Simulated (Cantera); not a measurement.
## Dilute partial oxidation

A perfectly stirred reactor is fed with CH₃OH : O₂ : N₂ : H₂ = 0.028 : 0.022 : 1 : 0.0015 (molar parts), equivalence ratio 1.9, at 11.0 bar; it is held at 1150 K, and followed from long to short residence time.

Detailed kinetics in Cantera: GRI-Mech 3.0 (53 species, 325 reactions). GRI-Mech 3.0 was tuned for natural gas; its chemistry of methanol as a main component is partial and can be far from experiment. The temperature is held fixed by assumption; the heat of reaction is taken as removed at once.

```
τ (s)     x CH₃OH      x O₂    x CH₄       x H     x CH₂     x N₂O     x HCN
-------  --------  --------  -------  --------  --------  --------  --------
2.1       1.32e-5   8.51e-5  2.71e-5   1.24e-6  5.49e-12   3.61e-9  5.69e-11
0.61      4.81e-5  0.000246  1.95e-5   1.16e-6  1.27e-11   1.08e-8  3.60e-11
0.18     0.000190  0.000657  1.04e-5   9.60e-7  2.11e-11   2.63e-8  1.44e-11
0.052    0.000568   0.00139  5.95e-6   1.03e-6  4.21e-11   3.46e-8  8.59e-12
0.015     0.00140   0.00265  3.48e-6   1.25e-6  8.99e-11   2.88e-8  6.02e-12
0.0045    0.00316   0.00469  2.04e-6   1.47e-6  1.76e-10   1.85e-8  3.74e-12
0.0013    0.00738   0.00833  1.04e-6   1.43e-6  2.79e-10   9.73e-9  1.47e-12
0.00038    0.0185    0.0163  1.86e-7   6.34e-7  1.25e-10   3.34e-9    <1e-12
0.00011    0.0266    0.0209  4.37e-8  7.01e-11  2.45e-11  1.17e-12    <1e-12
```
x: mole fraction; the columns are a selection and need not sum to one.
